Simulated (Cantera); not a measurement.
Charge: 1 mol SiO₂, a varied amount of SiCl₄, 0.71 mol O₂, 29 mol Cl₂, at 1252 °C and 1000 Pa.

Cantera equilibrium calculation (NASA polynomials, part measured and part estimated; ideal gas, pure solids and liquids). Candidate condensed phases: Si, SiO₂; 15 gas species. The tables hold silica as quartz up to 1696 K and as liquid above; real silica turns to tridymite and cristobalite and melts near 1996 K. The numbers say what is thermodynamically allowed, not how fast it happens.

Q: What share of the Si ends up in condensed phases as a function of n(SiCl₄) (mol), at 0.6, 0.69, 0.8, 0.93, 1.1, 1.2, 1.4, 1.7, 1.9, 2.2, 2.6, 3, 3.5?

A: 
| n(SiCl₄) (mol) | Si condensed (%) | as |
|---|---|---|
| 0.6 | 99.8 | SiO₂(β-quartz) |
| 0.69 | 99.2 | SiO₂(β-quartz) |
| 0.8 | 94.7 | SiO₂(β-quartz) |
| 0.93 | 88.5 | SiO₂(β-quartz) |
| 1.1 | 81.4 | SiO₂(β-quartz) |
| 1.2 | 77.7 | SiO₂(β-quartz) |
| 1.4 | 71.2 | SiO₂(β-quartz) |
| 1.7 | 63.3 | SiO₂(β-quartz) |
| 1.9 | 59.0 | SiO₂(β-quartz) |
| 2.2 | 53.4 | SiO₂(β-quartz) |
| 2.6 | 47.5 | SiO₂(β-quartz) |
| 3 | 42.7 | SiO₂(β-quartz) |
| 3.5 | 38.0 | SiO₂(β-quartz) |
